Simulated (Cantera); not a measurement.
Cantera with NASA thermochemical tables; ideal gases at 1 bar, condensed phases pure. Values are per mole of reaction as written; species without (g) are pure solids or liquids, kept so even where they would boil at 1 bar.

Between 1050 and 1250 K, where is each reaction favourable under standard conditions?
- 2 O(g) + SiC2(g) → 2 CO(g) + Si(g)
- SiC2(g) + 2 SiO(g) → 3 Si(g) + 2 CO(g)


- 2 O(g) + SiC2(g) → 2 CO(g) + Si(g): ΔG° is -882 kJ at 1050 K and -880 kJ at 1250 K; it stays negative (K > 1). ΔH° is -896 kJ and ΔS° -13 J/K at 1250 K.
- SiC2(g) + 2 SiO(g) → 3 Si(g) + 2 CO(g): ΔG° is 458 kJ at 1050 K and 408 kJ at 1250 K; it stays positive (K < 1). ΔH° is 718 kJ and ΔS° 248 J/K at 1250 K.
